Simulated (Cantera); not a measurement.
**Counterflow diffusion flame**

A counterflow diffusion flame at 100000 Pa, nozzles 20 mm apart: fuel side 35.7 % CH4, 64.3 % N2 at 350 K, oxidiser side 21.0 % O2, 79.0 % N2 at 500 K, fuel mass flux 1.3 times the oxidiser's; mixture-averaged transport, no radiation.

Detailed kinetics in Cantera: GRI-Mech 3.0 (53 species, 325 reactions). GRI-Mech 3.0 has no aromatics or soot, which form on the fuel side of real flames. The maximum strain rate includes the flame's own expansion and is several times the mean. A flux with no burning solution from the previous one only brackets extinction.

```csv
oxidiser flux (kg/m²/s),max strain (1/s),mean strain (1/s),T max (K),peak x OH,peak x H,peak x NO,peak x CO,peak x C2H2
0.25,167,37.9,1935,0.00491,0.00245,0.000150,0.0331,0.00407
0.35,228,53.1,1918,0.00488,0.00256,0.000131,0.0333,0.00378
0.5,317,75.9,1898,0.00480,0.00265,0.000107,0.0336,0.00343
0.71,440,108,1876,0.00466,0.00271,8.38e-5,0.0340,0.00303
1,607,152,1848,0.00441,0.00269,5.98e-5,0.0344,0.00254
1.4,832,212,1812,0.00402,0.00255,3.71e-5,0.0350,0.00194
2,1150,303,1728,0.00302,0.00194,1.16e-5,0.0352,0.000928
```
x: mole fraction; the columns are a selection and need not sum to one.

At the next flux tried, 2.9 kg/m²/s, no burning solution was found from the previous one.
